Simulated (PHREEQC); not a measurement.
A column of 0.2 m (30 cells, dispersivity 0.016 m, 60 s a shift, diffusion coefficient 3e-10 m²/s) holds 0.0048 eq of the database's cation exchanger X per kg of pore water, first in equilibrium with 14 mmol/kgw NaCl and 0.01 mmol/kgw HCl. It is flushed with 0.0019 mol SrCl2, 0.0004 mol PbCl2, 0.0041 mol MgCl2 and 1e-05 mol HCl per kg of water, at 15 °C. Values are for the last cell. The system is closed to CO2. No solid was allowed to form.

The numbers come from PHREEQC with the ion-association model, phreeqc.dat.

Question: Predict Mg in solution (mol/kgw), Sr in solution (mol/kgw), Pb in solution (mol/kgw) at pore volumes = 0.4167, 1.317, 1.717.

Answer: 
| pore volumes | Mg in solution (mol/kgw) | Sr in solution (mol/kgw) | Pb in solution (mol/kgw) |
|---|---|---|---|
| 0.4167 | 0 | 0 | 0 |
| 1.317 | 0.00291 | 0.000592 | 8.74e-5 |
| 1.717 | 0.00391 | 0.00142 | 0.000262 |
